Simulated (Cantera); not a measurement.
Reactions in the system B-F-H-O

Standard-state values (1 bar) from the NASA 1993 polynomials, evaluated with Cantera. Values are per mole of reaction as written; species without (g) are pure solids or liquids, kept so even where they would boil at 1 bar.

2 B + BF3(g) + 3 H2O(g) → B3O3F3(g) + 6 H(g)

```json
[
 {"T (K)": "300", "ΔH° (kJ)": "804.1", "ΔS° (J/K)": "198.7", "ΔG° (kJ)": "744.5", "log10 K": "-129.62", "condensed phases": "B(s)"},
 {"T (K)": "2448", "ΔH° (kJ)": "810.1", "ΔS° (J/K)": "277.5", "ΔG° (kJ)": "130.8", "log10 K": "-2.79", "condensed phases": "B(l)"},
 {"T (K)": "2498", "ΔH° (kJ)": "811.1", "ΔS° (J/K)": "277.9", "ΔG° (kJ)": "116.9", "log10 K": "-2.44", "condensed phases": "B(l)"},
 {"T (K)": "2548", "ΔH° (kJ)": "812.0", "ΔS° (J/K)": "278.3", "ΔG° (kJ)": "103.0", "log10 K": "-2.11", "condensed phases": "B(l)"},
 {"T (K)": "2598", "ΔH° (kJ)": "813.0", "ΔS° (J/K)": "278.6", "ΔG° (kJ)": "89.1", "log10 K": "-1.79", "condensed phases": "B(l)"},
 {"T (K)": "2648", "ΔH° (kJ)": "813.9", "ΔS° (J/K)": "279.0", "ΔG° (kJ)": "75.2", "log10 K": "-1.48", "condensed phases": "B(l)"},
 {"T (K)": "2698", "ΔH° (kJ)": "814.8", "ΔS° (J/K)": "279.3", "ΔG° (kJ)": "61.2", "log10 K": "-1.18", "condensed phases": "B(l)"},
 {"T (K)": "2748", "ΔH° (kJ)": "815.6", "ΔS° (J/K)": "279.6", "ΔG° (kJ)": "47.2", "log10 K": "-0.90", "condensed phases": "B(l)"},
 {"T (K)": "2798", "ΔH° (kJ)": "816.4", "ΔS° (J/K)": "279.9", "ΔG° (kJ)": "33.2", "log10 K": "-0.62", "condensed phases": "B(l)"}
]
```
